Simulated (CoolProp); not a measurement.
Properties of R152A along the isobar 5.34 MPa.

Model: reference Helmholtz-energy equation of state, Outcalt 1996, in CoolProp. It is a modified Benedict-Webb-Rubin equation, recast in Helmholtz form.

```
T (°C)          phase  density (kg/m³)  expansivity (1/kK)  conductivity (mW/(m K))  Prandtl number  fugacity coefficient
------  -------------  ---------------  ------------------  -----------------------  --------------  --------------------
75.05          liquid            777.4               4.404                     84.0            2.43                     ?
89.25          liquid                ?               5.855                     78.0            2.40                0.4109
103.45         liquid            652.4                   ?                     71.6            2.52                0.4991
117.75  supercritical                ?               36.82                     65.5            4.04                0.5883
131.95  supercritical            220.4               27.35                     45.1            1.87                     ?
146.15  supercritical            170.9               12.57                     38.5            1.23                0.6964
160.35  supercritical            147.7               8.554                     36.6            1.06                0.7316
174.65  supercritical            132.7               6.621                     36.1           0.984                0.7617
188.85  supercritical            121.9               5.481                     36.3           0.938                0.7876
```

Question: Complete the blanks.

Answer: 
- 75.05, fugacity coefficient: 0.3283
- 89.25, density (kg/m³): 723.6
- 103.45, expansivity (1/kK): 9.363
- 117.75, density (kg/m³): 513.6
- 131.95, fugacity coefficient: 0.6531

Viscosity comes from a separate model (Bell 2016), an estimate that may be off by 10 % or more. Thermal conductivity comes from a separate model (Krauss 1996).
